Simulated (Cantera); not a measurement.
A perfectly stirred reactor is fed with CH₄ : C₂H₆ : C₃H₈ : O₂ : N₂ = 1 : 0.054 : 0.034 : 5.75 : 21.6 (molar parts), at 1050 Torr; it is adiabatic with a 800 K inlet, and is followed from long to short residence time, starting on the burning branch (τ in s: 0.42, 0.13, 0.04, 0.012, 0.0038, 0.0012, 0.00037, 0.00011, 3.5e-05).

Cantera simulation using GRI-Mech 3.0 (53 species, 325 reactions); the numbers are that mechanism's predictions, not measurements.

Question: What does this change do: CH4 1 to 0.67 parts?

Answer: 
```json
[
 {"quantity": "blow-out, bracketed by the residence times tried", "before": "burning at 0.370 ms, out at 0.110 ms", "after": "burning at 1.20 ms, out at 0.370 ms"},
 {"quantity": "x(CH₄) at τ = 0.420 s", "before": "3.04e-6", "after": "6.55e-6"},
 {"quantity": "x(C₂H₆) at τ = 0.420 s", "before": "3.69e-8", "after": "1.40e-7"},
 {"quantity": "x(C₃H₈) at τ = 0.420 s", "before": "2.12e-8", "after": "9.36e-8"},
 {"quantity": "x(H₂O) at τ = 0.420 s", "before": "0.0804", "after": "0.0580"},
 {"quantity": "x(CH₂CO) at τ = 0.420 s", "before": "1.20e-7", "after": "4.37e-7"},
 {"quantity": "x(CH₄) at τ = 3.80 ms", "before": "6.61e-5", "after": "0.000153"},
 {"quantity": "x(C₂H₆) at τ = 3.80 ms", "before": "9.30e-7", "after": "3.20e-6"},
 {"quantity": "x(C₃H₈) at τ = 3.80 ms", "before": "5.97e-7", "after": "2.08e-6"},
 {"quantity": "x(H₂O) at τ = 3.80 ms", "before": "0.0791", "after": "0.0571"},
 {"quantity": "x(CH₂CO) at τ = 3.80 ms", "before": "2.55e-6", "after": "6.93e-6"}
]
```
